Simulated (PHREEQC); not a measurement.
PHREEQC input (Pitzer model, pitzer.dat):

```
SOLUTION 1
  temp 25
  units mol/kgw
  pH 7 charge
  Cl 0.029
  K 0.029
  S(6) 0.5
  Na 1.064
  C(4) 0.032
END
USE solution 1
INCREMENTAL_REACTIONS false
REACTION 1
  H2O -1
  0 9.886 18.011 24.689 30.178 34.689 38.397 41.444
  43.949 46.007 47.699 49.089 50.232 51.172 51.944 52.578
  53.1 53.528 53.88 54.17 54.408 54.603 54.764 54.896
  55.005 55.094 55.168 moles
EQUILIBRIUM_PHASES 1
  Arcanite 0 0
  Burkeite 0 0
  Glaserite 0 0
  Halite 0 0
  Kalicinite 0 0
  Mirabilite 0 0
  Misenite 0 0
  Nahcolite 0 0
  Natron 0 0
  Sylvite 0 0
  Thenardite 0 0
  Trona 0 0
SELECTED_OUTPUT 1
  -reset false
  -pH true
  -pe true
  -ionic_strength true
  -water true
  -activities H2O
  -totals C Cl K Na S
  -molalities H+ Na+ K+ Cl- CO3-2 SO4-2 OH- HCO3- CO2 HSO4-
  -equilibrium_phases Arcanite Burkeite Glaserite Halite Kalicinite Mirabilite Misenite Nahcolite Natron Sylvite
    Thenardite Trona
PRINT
  -reset false
END
```

Selected output (columns that matter, 10 of 27 rows; water left (kg) added in front):

```
water left (kg)	pH	mu	C	Cl	K	Na	S	m_H+	m_Na+	la_H2O	Burkeite	Glaserite	Mirabilite	Thenardite
1	10.927	1.6235	0.032	0.029	0.029	1.064	0.5	2.6712e-11	1.064	-0.0089535	0	0	0	0
0.555211	11.008	2.925	0.057636	0.052232	0.052232	1.9164	0.90056	2.2821e-11	1.9164	-0.015308	0	0	0	0
0.308254	11.107	5.2694	0.10381	0.094078	0.094078	3.4517	1.622	1.5212e-11	3.4517	-0.027067	0	0	0	0
0.126868	11.31	6.9923	0.25223	0.22858	0.22858	4.5113	2.0034	7.1427e-12	4.5113	-0.038094	0	0	0.24583	0
0.0237135	11.763	12.114	1.3494	1.2229	0.7557	7.7325	2.2832	7.215e-13	7.7325	-0.093973	0	0.0036932	0.39593	0.042542
0.0237135	11.763	12.114	1.3494	1.2229	0.7557	7.7325	2.2832	7.215e-13	7.7325	-0.093973	0	0.0036932	0.22473	0.21374
0.0237135	11.763	12.114	1.3494	1.2229	0.7557	7.7325	2.2832	7.215e-13	7.7325	-0.093973	0	0.0036932	0.066329	0.37214
0.0198098	11.761	11.939	1.3868	1.4639	0.75609	7.6953	2.1069	7.1932e-13	7.6953	-0.097313	0.0045274	0.004674	0	0.43986
0.0110192	11.645	10.774	1.0968	2.6318	0.80592	7.2578	1.6192	7.6211e-13	7.2578	-0.10762	0.019914	0.0067065	0	0.42892
0.00611948	11.419	9.5206	0.64702	4.739	0.97154	6.9578	0.94817	7.0877e-13	6.9578	-0.13214	0.028041	0.0076849	0	0.42275
```
